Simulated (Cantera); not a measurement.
Thermodynamics of silicon epitaxy and polysilicon growth, feed Si2H6 + HCl + H2

Charge: 1 mol Si2H6, 0.02 mol HCl, 8.7 mol H2, equilibrated at 170 Pa.

Method: chemical equilibrium by Gibbs-energy minimisation in Cantera with the NASA 1993 tables (ideal gas, pure condensed phases). Candidate condensed phases: Si; 19 gas species. The feed counts by its element totals alone. Gases not in the tables: Si2H6 and higher silanes. Equilibrium is a limit: real reactors are often held back by kinetics, nucleation or transport.

```json
[
 {"T (K)": "1425", "x H2": "0.998", "x H": "0.000165", "x HCl": "0.00169", "x Si": "9.47e-7", "n Si(s)": "2.00", "n Si(l)": "0"},
 {"T (K)": "1450", "x H2": "0.998", "x H": "0.000229", "x HCl": "0.00169", "x Si": "1.81e-6", "n Si(s)": "2.00", "n Si(l)": "0"},
 {"T (K)": "1475", "x H2": "0.998", "x H": "0.000314", "x HCl": "0.00169", "x Si": "3.38e-6", "n Si(s)": "2.00", "n Si(l)": "0"},
 {"T (K)": "1500", "x H2": "0.998", "x H": "0.000426", "x HCl": "0.00169", "x Si": "6.19e-6", "n Si(s)": "2.00", "n Si(l)": "0"},
 {"T (K)": "1525", "x H2": "0.998", "x H": "0.000573", "x HCl": "0.00169", "x Si": "1.11e-5", "n Si(s)": "2.00", "n Si(l)": "0"},
 {"T (K)": "1550", "x H2": "0.998", "x H": "0.000763", "x HCl": "0.00169", "x Si": "1.95e-5", "n Si(s)": "2.00", "n Si(l)": "0"},
 {"T (K)": "1575", "x H2": "0.997", "x H": "0.00101", "x HCl": "0.00168", "x Si": "3.38e-5", "n Si(s)": "2.00", "n Si(l)": "0"},
 {"T (K)": "1600", "x H2": "0.997", "x H": "0.00132", "x HCl": "0.00168", "x Si": "5.74e-5", "n Si(s)": "2.00", "n Si(l)": "0"},
 {"T (K)": "1625", "x H2": "0.996", "x H": "0.00171", "x HCl": "0.00168", "x Si": "9.58e-5", "n Si(s)": "2.00", "n Si(l)": "0"},
 {"T (K)": "1650", "x H2": "0.996", "x H": "0.00220", "x HCl": "0.00168", "x Si": "0.000158", "n Si(s)": "2.00", "n Si(l)": "0"},
 {"T (K)": "1675", "x H2": "0.995", "x H": "0.00281", "x HCl": "0.00168", "x Si": "0.000255", "n Si(s)": "2.00", "n Si(l)": "0"},
 {"T (K)": "1700", "x H2": "0.994", "x H": "0.00356", "x HCl": "0.00167", "x Si": "0.000399", "n Si(s)": "0", "n Si(l)": "1.99"},
 {"T (K)": "1725", "x H2": "0.993", "x H": "0.00449", "x HCl": "0.00167", "x Si": "0.000597", "n Si(s)": "0", "n Si(l)": "1.99"}
]
```
x: gas mole fraction; n: condensed amount in mol.

From 1425 K to 1675 K the condensed part is Si(s). From 1700 K to 1725 K the condensed part is Si(l). The main Si-bearing gas is SiCl2 at 1425 K and Si at 1725 K.
